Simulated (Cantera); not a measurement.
What does this Cantera script print?

```python
import numpy as np
import cantera as ct

gas = ct.Solution("gri30.yaml")
gas.TPX = 950, 2666, {'H2': 0.32, 'O2': 1}
reactor = ct.IdealGasConstPressureReactor(gas, energy="off", clone=False)
net = ct.ReactorNet([reactor])
net.rtol, net.atol = 1e-08, 1e-18
show = ['H2', 'O2', 'HO2', 'O', 'H', 'H2O2', 'OH']
times = np.geomspace(4e-05, 50, 15)

steps = ct.SolutionArray(gas, extra=["t"])
rows = []
print(f"{'t/s':>10s}{'T/K':>9s}{'P/Pa':>11s}" + "".join(f"{s:>11s}" for s in show))
for t in times:
    while net.time < t:
        t_next = net.step()
        steps.append(gas.state, t=t_next)
    rows.append([np.interp(t, steps.t, y) for y in (steps.T, steps.P, *steps(*show).X.T)])
    print(f"{t:10.3e}{rows[-1][0]:9.1f}{rows[-1][1]:11.4g}" + "".join(f"{x:11.3e}" for x in rows[-1][2:]))
rate = np.gradient(steps.T, steps.t)
print("integrator steps:", len(steps.t))
if steps.T.max() > steps.T[0] + 200:
    print(f"time of steepest temperature rise: {steps.t[rate.argmax()]:.4e} s")
gas.TPX = 950, 2666, {'H2': 0.32, 'O2': 1}
gas.equilibrate("TP")
print(f"equilibrium (TP): T = {gas.T:.1f} K  " + "  ".join(f"{s} {gas[s].X[0]:.3e}" for s in show))
```

Result:

```
       t/s      T/K       P/Pa         H2         O2        HO2          O          H       H2O2         OH
 4.000e-05    950.0       2666  2.424e-01  7.576e-01  3.403e-11  4.518e-12  3.252e-11  1.772e-15  2.535e-12
 1.090e-04    950.0       2666  2.424e-01  7.576e-01  9.426e-11  2.893e-11  1.058e-10  1.331e-14  1.171e-11
 2.972e-04    950.0       2666  2.424e-01  7.576e-01  2.803e-10  2.650e-10  7.115e-10  1.034e-13  9.238e-11
 8.101e-04    950.0       2666  2.424e-01  7.576e-01  3.529e-09  2.136e-08  5.457e-08  1.594e-12  7.280e-09
 2.208e-03    950.0       2666  2.309e-01  7.522e-01  1.427e-05  2.089e-03  5.647e-03  6.539e-08  7.250e-04
 6.019e-03    950.0       2666  4.532e-03  7.209e-01  3.751e-05  2.927e-03  2.253e-03  1.829e-06  1.525e-03
 1.641e-02    950.0       2666  6.936e-04  7.239e-01  1.307e-05  2.368e-04  3.310e-05  9.735e-07  2.532e-04
 4.472e-02    950.0       2666  1.474e-04  7.241e-01  4.064e-06  4.102e-05  2.404e-06  4.949e-07  1.012e-04
 1.219e-01    950.0       2666  2.425e-05  7.241e-01  9.402e-07  7.377e-06  1.922e-07  2.154e-07  4.604e-05
 3.323e-01    950.0       2666  2.797e-06  7.241e-01  1.793e-07  1.359e-06  1.465e-08  8.590e-08  2.084e-05
 9.057e-01    950.0       2666  2.359e-07  7.241e-01  3.798e-08  2.975e-07  1.375e-09  3.269e-08  9.879e-06
 2.469e+00    950.0       2666  2.409e-08  7.241e-01  1.035e-08  8.067e-08  1.856e-10  1.268e-08  5.129e-06
 6.730e+00    950.0       2666  5.542e-09  7.241e-01  3.377e-09  2.528e-08  3.223e-11  5.079e-09  2.861e-06
 1.834e+01    950.0       2666  1.707e-09  7.241e-01  1.239e-09  8.496e-09  6.259e-12  2.028e-09  1.655e-06
 5.000e+01    950.0       2666  5.690e-10  7.241e-01  5.657e-10  2.958e-09  1.284e-12  7.946e-10  9.749e-07
integrator steps: 1724
equilibrium (TP): T = 950.0 K  H2 3.641e-11  O2 7.241e-01  HO2 6.815e-10  O 1.667e-10  H 2.070e-14  H2O2 5.505e-11  OH 2.310e-07
```

Computed with Cantera and GRI-Mech 3.0 (53 species, 325 reactions). Radical loss at walls, strong at low pressure, is not modelled. The temperature is held fixed by assumption; the heat of reaction is taken as removed at once.
